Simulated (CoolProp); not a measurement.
n-butane along the isobar 12 MPa: fugacity coefficient from the reference equation and from simpler models built on Tc = 425.1 K, pc = 3.796 MPa, ω = 0.201; each cubic takes its own stable root.

Model: reference Helmholtz-energy equation of state, Bücker 2006, in CoolProp.

```json
[
 {"T (K)": "201.4", "phase": "liquid", "reference": "0.0003323"},
 {"T (K)": "224.5", "phase": "liquid", "reference": "0.001500"},
 {"T (K)": "247.7", "phase": "liquid", "reference": "0.004899"},
 {"T (K)": "270.9", "phase": "liquid", "reference": "0.01257"},
 {"T (K)": "294", "phase": "liquid", "reference": "0.02683"},
 {"T (K)": "317.2", "phase": "liquid", "reference": "0.05004"},
 {"T (K)": "340.3", "phase": "liquid", "reference": "0.08356"},
 {"T (K)": "363.5", "phase": "liquid", "reference": "0.1282"}
]
```

Problem. How far does each simpler model (van der Waals, Redlich-Kwong, Soave-Redlich-Kwong, Peng-Robinson) lie from the reference over these 8 states: mean and median of the absolute difference, and the worst?

Solution. 
- van der Waals: mean 1063.9 %, median 392.7 %, worst +4594.6 % at 201.4 K and 12 MPa
- Redlich-Kwong: mean 52.7 %, median 50.1 %, worst +91.8 % at 201.4 K and 12 MPa
- Soave-Redlich-Kwong: mean 3.2 %, median 3.4 %, worst +5.9 % at 363.5 K and 12 MPa
- Peng-Robinson: mean 1.9 %, median 2.0 %, worst -2.4 % at 294 K and 12 MPa
